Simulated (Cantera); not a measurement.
An isothermal, constant-pressure homogeneous reactor starts with NO : N₂ = 1 : 8.4 (molar parts), at 1850 K and 1500 Pa.

Detailed kinetics in Cantera: GRI-Mech 3.0 (53 species, 325 reactions). Radical loss at walls, strong at low pressure, is not modelled.

x: mole fraction; the columns are a selection and need not sum to one.

```json
[
 {"t (s)": "2.00e-6", "x NO": "0.106", "x NO₂": "<1e-12", "x N₂O": "1.22e-10", "x N₂": "0.894", "x O₂": "<1e-12"},
 {"t (s)": "7.46e-6", "x NO": "0.106", "x NO₂": "<1e-12", "x N₂O": "4.53e-10", "x N₂": "0.894", "x O₂": "<1e-12"},
 {"t (s)": "2.78e-5", "x NO": "0.106", "x NO₂": "<1e-12", "x N₂O": "1.69e-9", "x N₂": "0.894", "x O₂": "<1e-12"},
 {"t (s)": "0.000104", "x NO": "0.106", "x NO₂": "<1e-12", "x N₂O": "6.29e-9", "x N₂": "0.894", "x O₂": "<1e-12"},
 {"t (s)": "0.000386", "x NO": "0.106", "x NO₂": "1.20e-11", "x N₂O": "2.34e-8", "x N₂": "0.894", "x O₂": "5.03e-12"},
 {"t (s)": "0.00144", "x NO": "0.106", "x NO₂": "1.63e-10", "x N₂O": "8.67e-8", "x N₂": "0.894", "x O₂": "7.02e-11"},
 {"t (s)": "0.00537", "x NO": "0.106", "x NO₂": "(withheld)", "x N₂O": "3.15e-7", "x N₂": "0.894", "x O₂": "9.86e-10"},
 {"t (s)": "0.0200", "x NO": "0.106", "x NO₂": "(withheld)", "x N₂O": "1.07e-6", "x N₂": "0.894", "x O₂": "1.44e-8"},
 {"t (s)": "0.0746", "x NO": "0.106", "x NO₂": "(withheld)", "x N₂O": "2.93e-6", "x N₂": "0.894", "x O₂": "2.39e-7"},
 {"t (s)": "0.278", "x NO": "0.106", "x NO₂": "(withheld)", "x N₂O": "4.58e-6", "x N₂": "0.894", "x O₂": "4.76e-6"},
 {"t (s)": "1.04", "x NO": "0.106", "x NO₂": "(withheld)", "x N₂O": "4.51e-6", "x N₂": "0.894", "x O₂": "7.23e-5"},
 {"t (s)": "3.86", "x NO": "0.105", "x NO₂": "(withheld)", "x N₂O": "4.39e-6", "x N₂": "0.894", "x O₂": "0.000459"},
 {"t (s)": "14.4", "x NO": "0.102", "x NO₂": "(withheld)", "x N₂O": "4.04e-6", "x N₂": "0.896", "x O₂": "0.00206"},
 {"t (s)": "53.7", "x NO": "0.0880", "x NO₂": "(withheld)", "x N₂O": "2.84e-6", "x N₂": "0.903", "x O₂": "0.00908"},
 {"t (s)": "200", "x NO": "0.0401", "x NO₂": "(withheld)", "x N₂O": "5.45e-7", "x N₂": "0.927", "x O₂": "0.0330"}
]
```

**Question.** Some entries are withheld; supply them.

**Answer.** 
- 0.00537, x NO₂: 2.11e-9
- 0.0200, x NO₂: 2.33e-8
- 0.0746, x NO₂: 1.82e-7
- 0.278, x NO₂: 8.81e-7
- 1.04, x NO₂: 1.90e-6
- 3.86, x NO₂: 2.30e-6
- 14.4, x NO₂: 3.19e-6
- 53.7, x NO₂: 5.09e-6
- 200, x NO₂: 4.38e-6
